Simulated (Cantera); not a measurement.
Input (Python, Cantera) and output of one run.

```python
import numpy as np
import cantera as ct

gas_names = """
    SF4 F2
""".split()
cond_names = """
    S(cr1) S(cr2) S(L)
""".split()


# ... load() reads the species with a 1 bar reference pressure and builds the phases ...
species = {s.name: s for s in load("nasa_gas.yaml", gas_names) + load("nasa_condensed.yaml", cond_names)}
# Each term lists the table entries of one substance; the one whose range holds T is used.
reactions = {
    'SF4(g) = S + 2 F2(g)':
        [(-1, ['SF4']), (1, ['S(cr1)', 'S(cr2)', 'S(L)']), (2, ['F2'])],
}


def pick(names, T):
    return next(species[n] for n in names if species[n].thermo.min_temp <= T <= species[n].thermo.max_temp)


results = []
for label, terms in reactions.items():
    print(label)
    print("     T/K   dH/kJ  dS/(J/K)   dG/kJ   log10 K")
    for T in [600, 650, 700, 750, 800, 850, 900, 950]:
        used = [(nu, pick(names, T)) for nu, names in terms]
        dH = sum(nu * s.thermo.h(T) for nu, s in used) / 1e6
        dS = sum(nu * s.thermo.s(T) for nu, s in used) / 1e3
        dG = dH - T * dS / 1e3
        logK = -dG * 1e6 / (ct.gas_constant * T * np.log(10))
        results.append((label, T, dH, dS, dG, logK, [s.name for _, s in used]))
        print(f"{T:8g} {dH:8.1f} {dS:8.1f} {dG:8.1f} {logK:8.2f}")
```

Result:

```
SF4(g) = S + 2 F2(g)
     T/K   dH/kJ  dS/(J/K)   dG/kJ   log10 K
     600    768.7    151.1    678.1   -59.03
     650    769.1    151.7    670.5   -53.88
     700    769.3    151.9    662.9   -49.47
     750    769.4    152.1    655.3   -45.64
     800    769.5    152.2    647.7   -42.29
     850    769.6    152.4    640.1   -39.33
     900    769.8    152.6    632.5   -36.71
     950    770.0    152.9    624.8   -34.36
```

Cantera with NASA thermochemical tables; ideal gases at 1 bar, condensed phases pure. Condensed species are held in their standard states even where they would react or evaporate.
